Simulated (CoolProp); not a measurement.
Normal hydrogen at 293.15 K and 1.02 MPa is throttled through a valve to 0.243 MPa with no heat exchange. Each further row changes one setting.

Model: reference Helmholtz-energy equation of state, Leachman 2009, in CoolProp.

```tsv
case	temperature change (K)	final density (kg/m³)
as stated	+0.2	?
outlet pressure 0.0729 MPa	?	?
outlet pressure 0.316 MPa	+0.2	0.261
```

Task: Complete the blanks.

Result: 
- as stated, final density (kg/m³): 0.201
- outlet pressure 0.0729 MPa, temperature change (K): +0.3
- outlet pressure 0.0729 MPa, final density (kg/m³): 0.0602
